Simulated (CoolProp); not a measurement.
Computed with CoolProp (reference Helmholtz-energy equation of state, Marx 1992).

Give the vapour pressure (kPa), vapour density (kg/m³) of saturated R113 at 369.5 K.


| T (K) | p (kPa) | vapour density (kg/m³) |
|---|---|---|
| 369.5 | 400 | 27.4 |
